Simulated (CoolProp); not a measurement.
A single-stage vapour-compression cycle with the fluid: evaporating at 284.15 K (dew point), condensing at 350.15 K (bubble point), superheat 10 K, subcooling 0 K, compressor efficiency 0.75, no pressure losses. The same conditions are run with several fluids, on thermodynamics alone (safety and materials aside).

Computed with CoolProp (reference Helmholtz-energy equation of state of each fluid (isobutane: Bücker 2006; c-C4F8 (RC318): Platzer 1990; R1224YDZ: Akasaka 2023; ammonia: Gao 2020; R236EA: Rui 2013; sulfur dioxide: Gao 2016)). The equations of Platzer and Polt are older, rougher fits.

| fluid | cooling COP | pressure ratio | discharge temperature (K) | refrigerating effect (kJ/kg) | volumetric capacity (kJ/m³) |
|---|---|---|---|---|---|
| isobutane | 2.10 | 5.54 | 359.9 | 190 | … |
| c-C4F8 (RC318) | 1.53 | 6.45 | 350.2 | … | 692 |
| R1224YDZ | 2.23 | … | … | 100 | 551 |
| ammonia | 2.34 | 6.09 | 477.1 | 917 | 4390 |
| R236EA | … | … | 354.1 | … | 684 |
| sulfur dioxide | 2.45 | 7.02 | 474.7 | 282 | 1850 |

Task: Complete the blanks.

Result: 
- isobutane, volumetric capacity (kJ/m³): 1100
- c-C4F8 (RC318), refrigerating effect (kJ/kg): 40.7
- R1224YDZ, pressure ratio: 7.84
- R1224YDZ, discharge temperature (K): 360.3
- R236EA, cooling COP: 2.06
- R236EA, pressure ratio: 7.59
- R236EA, refrigerating effect (kJ/kg): 85.6

The compression ends wet for: c-C4F8 (RC318).
